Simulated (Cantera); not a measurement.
A Cantera script and what it prints.

```python
import numpy as np
import cantera as ct

gas_names = """
    C CO CO2 C2 C2O C3 C3O2 C4 C5 Cu CuO Cu2 O O2 O3
""".split()
cond_names = """
    C(gr) Cu(cr) Cu(L) CuO(s) Cu2O(s) Cu2O(L)
""".split()


# ... load() reads the species with a 1 bar reference pressure and builds the phases ...
atoms = {
    'Cu2O': {'Cu': 2, 'O': 1},
    'CO': {'C': 1, 'O': 1},
}
top_T = {'C(gr)': 4500, 'CuO(s)': 1390}  # K; cautious upper limits of use, not melting points


# ... equilibrate(T, P, feed) seeds the gas with the atoms and calls Mixture.equilibrate('TP', solver="vcs", rtol=1e-11, max_steps=5000) ...
results = []
feed = {'Cu2O': 1, 'CO': 2.6}  # mol
for P in [10, 32, 100, 320, 1000, 3200, 10000, 32000, 100000, 320000, 1000000]:
    for T in [1575, 1600, 1625, 1650, 1675, 1700, 1725, 1750, 1775, 1800]:
        mix = equilibrate(T, P, feed)
        results.append((T, P, feed, dict(zip(mix.species_names, mix.species_moles))))

for T, P, feed, n in results:
    print(f"{T:7g} {P:10.4g}  " + (" + ".join(c for c in cond_names if n.get(c, 0) > 1e-12) or "gas only"))
```

It prints:

```
   1575         10  Cu(L)
   1600         10  Cu(L)
   1625         10  gas only
   1650         10  gas only
   1675         10  gas only
   1700         10  gas only
   1725         10  gas only
   1750         10  gas only
   1775         10  gas only
   1800         10  gas only
   1575         32  Cu(L)
   1600         32  Cu(L)
   1625         32  Cu(L)
   1650         32  Cu(L)
   1675         32  Cu(L)
   1700         32  gas only
   1725         32  gas only
   1750         32  gas only
   1775         32  gas only
   1800         32  gas only
   1575        100  Cu(L)
   1600        100  Cu(L)
   1625        100  Cu(L)
   1650        100  Cu(L)
   1675        100  Cu(L)
   1700        100  Cu(L)
   1725        100  Cu(L)
   1750        100  Cu(L)
   1775        100  Cu(L)
   1800        100  gas only
   1575        320  Cu(L)
   1600        320  Cu(L)
   1625        320  Cu(L)
   1650        320  Cu(L)
   1675        320  Cu(L)
   1700        320  Cu(L)
   1725        320  Cu(L)
   1750        320  Cu(L)
   1775        320  Cu(L)
   1800        320  Cu(L)
   1575       1000  Cu(L)
   1600       1000  Cu(L)
   1625       1000  Cu(L)
   1650       1000  Cu(L)
   1675       1000  Cu(L)
   1700       1000  Cu(L)
   1725       1000  Cu(L)
   1750       1000  Cu(L)
   1775       1000  Cu(L)
   1800       1000  Cu(L)
   1575       3200  Cu(L)
   1600       3200  Cu(L)
   1625       3200  Cu(L)
   1650       3200  Cu(L)
   1675       3200  Cu(L)
   1700       3200  Cu(L)
   1725       3200  Cu(L)
   1750       3200  Cu(L)
   1775       3200  Cu(L)
   1800       3200  Cu(L)
   1575      1e+04  Cu(L)
   1600      1e+04  Cu(L)
   1625      1e+04  Cu(L)
   1650      1e+04  Cu(L)
   1675      1e+04  Cu(L)
   1700      1e+04  Cu(L)
   1725      1e+04  Cu(L)
   1750      1e+04  Cu(L)
   1775      1e+04  Cu(L)
   1800      1e+04  Cu(L)
   1575    3.2e+04  Cu(L)
   1600    3.2e+04  Cu(L)
   1625    3.2e+04  Cu(L)
   1650    3.2e+04  Cu(L)
   1675    3.2e+04  Cu(L)
   1700    3.2e+04  Cu(L)
   1725    3.2e+04  Cu(L)
   1750    3.2e+04  Cu(L)
   1775    3.2e+04  Cu(L)
   1800    3.2e+04  Cu(L)
   1575      1e+05  Cu(L)
   1600      1e+05  Cu(L)
   1625      1e+05  Cu(L)
   1650      1e+05  Cu(L)
   1675      1e+05  Cu(L)
   1700      1e+05  Cu(L)
   1725      1e+05  Cu(L)
   1750      1e+05  Cu(L)
   1775      1e+05  Cu(L)
   1800      1e+05  Cu(L)
   1575    3.2e+05  Cu(L)
   1600    3.2e+05  Cu(L)
   1625    3.2e+05  Cu(L)
   1650    3.2e+05  Cu(L)
   1675    3.2e+05  Cu(L)
   1700    3.2e+05  Cu(L)
   1725    3.2e+05  Cu(L)
   1750    3.2e+05  Cu(L)
   1775    3.2e+05  Cu(L)
   1800    3.2e+05  Cu(L)
   1575      1e+06  Cu(L)
   1600      1e+06  Cu(L)
   1625      1e+06  Cu(L)
   1650      1e+06  Cu(L)
   1675      1e+06  Cu(L)
   1700      1e+06  Cu(L)
   1725      1e+06  Cu(L)
   1750      1e+06  Cu(L)
   1775      1e+06  Cu(L)
   1800      1e+06  Cu(L)
```

Cantera equilibrium calculation (NASA polynomials, part measured and part estimated; ideal gas, pure solids and liquids).
